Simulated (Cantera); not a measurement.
Input: 1 mol Cr, 1.9 mol N2, 77 mol H2, held at 1125 °C and 0.00280 bar.

Cantera equilibrium calculation (NASA polynomials, part measured and part estimated; ideal gas, pure solids and liquids). Candidate condensed phases: Cr, CrN, Cr2N; 11 gas species. Equilibrium is a limit: real reactors are often held back by kinetics, nucleation or transport.

Base state: H2 0.976, N2 0.0241, H 8.83e-5, Cr 2.10e-5 (mole fractions); condensed: Cr(s).

Q: What changes in the equilibrium state with this change: Cr replaced by Zr?

A: 
```csv
species,before,after
H2,0.976,0.982
N2,0.0241,0.0179
H,8.83e-5,8.86e-5
Cr,2.10e-5,0
"Cr(s), mol",0.998,0
"ZrN(s), mol",0,1.00
```
ZrN: taken at fixed stoichiometry. Further candidate phases: Zr, ZrN.
